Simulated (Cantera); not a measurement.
Cantera run, input and output.

```python
import numpy as np
import cantera as ct

gas = ct.Solution("gri30.yaml")
gas.TPX = 1225, 500000, {'CH3OH': 0.0028, 'O2': 0.013, 'N2': 1}
reactor = ct.IdealGasConstPressureReactor(gas, energy="off", clone=False)
net = ct.ReactorNet([reactor])
net.rtol, net.atol = 1e-08, 1e-18
show = ['CH3OH', 'O2', 'O', 'N2O', 'NO2']
times = np.geomspace(3e-05, 20, 15)

steps = ct.SolutionArray(gas, extra=["t"])
rows = []
print(f"{'t/s':>10s}{'T/K':>9s}{'P/Pa':>11s}" + "".join(f"{s:>11s}" for s in show))
for t in times:
    while net.time < t:
        t_next = net.step()
        steps.append(gas.state, t=t_next)
    rows.append([np.interp(t, steps.t, y) for y in (steps.T, steps.P, *steps(*show).X.T)])
    print(f"{t:10.3e}{rows[-1][0]:9.1f}{rows[-1][1]:11.4g}" + "".join(f"{x:11.3e}" for x in rows[-1][2:]))
rate = np.gradient(steps.T, steps.t)
print("integrator steps:", len(steps.t))
if steps.T.max() > steps.T[0] + 200:
    print(f"time of steepest temperature rise: {steps.t[rate.argmax()]:.4e} s")
gas.TPX = 1225, 500000, {'CH3OH': 0.0028, 'O2': 0.013, 'N2': 1}
gas.equilibrate("TP")
print(f"equilibrium (TP): T = {gas.T:.1f} K  " + "  ".join(f"{s} {gas[s].X[0]:.3e}" for s in show))
```

It prints:

```
       t/s      T/K       P/Pa      CH3OH         O2          O        N2O        NO2
 3.000e-05   1225.0      5e+05  2.756e-03  1.280e-02  1.682e-10  8.176e-14  2.367e-22
 7.818e-05   1225.0      5e+05  2.756e-03  1.280e-02  1.771e-10  4.034e-13  5.430e-21
 2.038e-04   1225.0      5e+05  2.756e-03  1.280e-02  2.008e-10  2.392e-12  1.169e-19
 5.310e-04   1225.0      5e+05  2.755e-03  1.280e-02  2.681e-10  1.639e-11  2.754e-18
 1.384e-03   1225.0      5e+05  2.750e-03  1.279e-02  5.412e-10  1.236e-10  8.344e-17
 3.607e-03   1225.0      5e+05  2.662e-03  1.276e-02  7.007e-09  1.299e-09  1.021e-14
 9.399e-03   1225.0      5e+05  9.802e-12  9.423e-03  6.234e-06  3.910e-07  1.147e-09
 2.449e-02   1225.0      5e+05  2.008e-16  8.926e-03  1.965e-06  8.331e-07  3.246e-09
 6.384e-02   1225.0      5e+05 -1.582e-20  8.703e-03  3.822e-07  1.062e-06  6.133e-09
 1.664e-01   1225.0      5e+05 -2.193e-20  8.655e-03  4.928e-08  9.805e-07  3.938e-09
 4.336e-01   1225.0      5e+05  7.269e-20  8.651e-03  9.004e-09  6.193e-07  7.622e-10
 1.130e+00   1225.0      5e+05  1.432e-20  8.651e-03  3.507e-09  1.791e-07  2.939e-10
 2.945e+00   1225.0      5e+05 -7.161e-23  8.651e-03  1.860e-09  1.574e-08  2.436e-10
 7.674e+00   1225.0      5e+05  9.902e-26  8.651e-03  1.762e-09  9.265e-09  2.417e-10
 2.000e+01   1225.0      5e+05  9.779e-26  8.651e-03  1.762e-09  9.263e-09  2.420e-10
integrator steps: 2100
equilibrium (TP): T = 1225.0 K  CH3OH 9.087e-36  O2 8.624e-03  O 1.759e-09  N2O 9.249e-09  NO2 3.640e-07
```

Computed with Cantera and GRI-Mech 3.0 (53 species, 325 reactions). GRI-Mech 3.0 was tuned for natural gas; its chemistry of methanol as a main component is partial and can be far from experiment.
